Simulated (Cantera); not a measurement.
A freely propagating, adiabatic, planar premixed flame of H₂ : O₂ : N₂ = 1 : 0.179 : 0.536 (molar parts), equivalence ratio 2.8, unburnt at 600 K and 10.0 bar; mixture-averaged transport, grid criteria slope 0.08 and curve 0.16, no radiation.

Computed with Cantera and the H2/O2 subset of GRI-Mech 3.0, which has no nitrogen chemistry. The hydrogen kinetics of GRI-Mech 3.0 are dated; newer H2 mechanisms differ, most at raised pressure. Burning velocities carry a grid error of a few per cent, more on coarse grids.

### Question
Predict: laminar burning velocity; thermal thickness; peak x(H₂O₂); peak x(HO₂); peak x(OH); peak x(O).

### Answer
```json
{
  "laminar_burning_velocity": "837 cm/s",
  "thermal_thickness": "0.0262 mm",
  "peak x(H₂O₂)": "7.90e-5",
  "peak x(HO₂)": "0.00123",
  "peak x(OH)": "0.00196",
  "peak x(O)": "0.00101"
}
```
